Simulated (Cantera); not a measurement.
Input (Python, Cantera) and output of one run.

```python
import numpy as np
import cantera as ct

gas_names = """
    CL CL2 H HCL H2 Si SiCL SiCL2 SiCL3 SiCL4 SiH SiHCL3 SiH2 SiH2CL2 SiH3 SiH3CL SiH4 Si2 Si3
""".split()
cond_names = """
    Si(cr) Si(L)
""".split()


def load(file, names, dense=False):
    # The tables refer to 1 bar. Condensed volumes are neglected.
    table = {s.name: s for s in ct.Species.list_from_file(file)}
    out = []
    for n in names:
        d = dict(table[n].input_data)
        d["thermo"] = dict(d["thermo"], **{"reference-pressure": 1e5})
        if dense:
            d["equation-of-state"] = {"model": "constant-volume", "density": "1e6 g/cm^3"}
        out.append(ct.Species.from_dict(d))
    return out


gas = ct.Solution(thermo="ideal-gas", species=load("nasa_gas.yaml", gas_names))
cond = {s.name: ct.Solution(thermo="fixed-stoichiometry", species=[s], name=s.name)
        for s in load("nasa_condensed.yaml", cond_names, dense=True)}
atoms = {
    'SiH4': {'Si': 1, 'H': 4},
    'H2': {'H': 2},
    'HCl': {'H': 1, 'CL': 1},
}
top_T = {}  # K; cautious upper limits of use, not melting points


def equilibrate(T, P, feed):
    n = {}
    for name, mol in feed.items():
        for a, k in atoms[name].items():
            n[a] = n.get(a, 0.0) + k * mol
    gas.TPX = T, P, n
    mass = sum(n.values()) * gas.mean_molecular_weight
    gas.equilibrate("TP")
    valid = [c for c in cond.values() if c.min_temp <= T <= top_T.get(c.name, c.max_temp)]
    mix = ct.Mixture([(gas, mass / gas.mean_molecular_weight)] + [(c, 0.0) for c in valid])
    mix.T, mix.P = T, P
    mix.equilibrate("TP", solver="vcs", rtol=1e-11, max_steps=5000)
    return mix


results = []
T = 1473  # K
P = 133.322  # Pa
for m in [15, 21, 28, 38, 52, 70, 95, 130, 170, 240]:
    feed = {'SiH4': 1, 'H2': m, 'HCl': 0.58}  # mol
    mix = equilibrate(T, P, feed)
    results.append((T, P, feed, dict(zip(mix.species_names, mix.species_moles))))
    x = sorted(zip(gas.X, gas.species_names), reverse=True)
    print(f"T = {T:g} K  P = {P:g} Pa  n(H2) = {m:g} mol  gas = {mix.phase_moles(0):.4g} mol")
    print("   x: " + "  ".join(f"{s} {v:.3e}" for v, s in x if v > 1e-05))
    print("   condensed (mol): " + ("  ".join(f"{mix.phase(i).name} {mix.phase_moles(i):.4g}"
          for i in range(1, mix.n_phases) if mix.phase_moles(i) > 1e-12) or "none"))
```

It prints:

```
T = 1473 K  P = 133.322 Pa  n(H2) = 15 mol  gas = 17.58 mol
   x: H2 9.692e-01  HCL 2.790e-02  SiCL2 2.525e-03  H 3.411e-04
   condensed (mol): Si(cr) 0.9553
T = 1473 K  P = 133.322 Pa  n(H2) = 21 mol  gas = 23.58 mol
   x: H2 9.766e-01  HCL 2.158e-02  SiCL2 1.498e-03  H 3.424e-04
   condensed (mol): Si(cr) 0.9644
T = 1473 K  P = 133.322 Pa  n(H2) = 28 mol  gas = 30.59 mol
   x: H2 9.816e-01  HCL 1.708e-02  SiCL2 9.344e-04  H 3.433e-04
   condensed (mol): Si(cr) 0.9711
T = 1473 K  P = 133.322 Pa  n(H2) = 38 mol  gas = 40.59 mol
   x: H2 9.859e-01  HCL 1.318e-02  SiCL2 5.535e-04  H 3.440e-04
   condensed (mol): Si(cr) 0.9772
T = 1473 K  P = 133.322 Pa  n(H2) = 52 mol  gas = 54.59 mol
   x: H2 9.893e-01  HCL 9.986e-03  H 3.446e-04  SiCL2 3.168e-04
   condensed (mol): Si(cr) 0.9823
T = 1473 K  P = 133.322 Pa  n(H2) = 70 mol  gas = 72.59 mol
   x: H2 9.918e-01  HCL 7.618e-03  H 3.451e-04  SiCL2 1.839e-04
   condensed (mol): Si(cr) 0.9861
T = 1473 K  P = 133.322 Pa  n(H2) = 95 mol  gas = 97.6 mol
   x: H2 9.938e-01  HCL 5.732e-03  H 3.454e-04  SiCL2 1.039e-04
   condensed (mol): Si(cr) 0.9892
T = 1473 K  P = 133.322 Pa  n(H2) = 130 mol  gas = 132.6 mol
   x: H2 9.953e-01  HCL 4.258e-03  H 3.457e-04  SiCL2 5.725e-05
   condensed (mol): Si(cr) 0.9916
T = 1473 K  P = 133.322 Pa  n(H2) = 170 mol  gas = 172.6 mol
   x: H2 9.963e-01  HCL 3.290e-03  H 3.458e-04  SiCL2 3.416e-05
   condensed (mol): Si(cr) 0.993
T = 1473 K  P = 133.322 Pa  n(H2) = 240 mol  gas = 242.6 mol
   x: H2 9.973e-01  HCL 2.355e-03  H 3.460e-04  SiCL2 1.748e-05
   condensed (mol): Si(cr) 0.9943
```

Equilibrium computed with Cantera from the NASA thermochemical tables; the gas is ideal and each condensed phase is pure.
